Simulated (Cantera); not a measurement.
Feed: 1 mol Si₃N₄, 2.6 mol Cl₂, 18 mol H₂, held at 1177 °C and 78.0 mbar.

Equilibrium computed with Cantera from the NASA thermochemical tables; the gas is ideal and each condensed phase is pure. Candidate condensed phases: NH₄Cl, Si, Si₃N₄; 28 gas species. The tables' values for SiCl₃ are old estimates; treat these amounts as uncertain. Rates play no part.

Base state: H₂ 0.764, HCl 0.207, SiCl₂ 0.0120, N₂ 0.0119, SiCl₃ 0.00276, SiCl₄ 0.00232, SiHCl₃ 0.000738, SiH₂Cl₂ 3.64e-5 (mole fractions); condensed: Si₃N₄(s).

### Question
What changes in the equilibrium state with this change: Si₃N₄ replaced by BN?

### Answer
```csv
species,before,after
H₂,0.764,0.748
HCl,0.207,0.251
BCl₃,0,0.000335
SiCl₂,0.0120,0
N₂,0.0119,0.000170
SiCl₃,0.00276,0
SiCl₄,0.00232,0
SiHCl₃,0.000738,0
SiH₂Cl₂,3.64e-5,0
H,2.96e-5,2.93e-5
"Si₃N₄(s), mol",0.876,0
"BN(s), mol",0,0.993
```
Gases not in the tables: BHCl₂. Further candidate phases: B, BN.
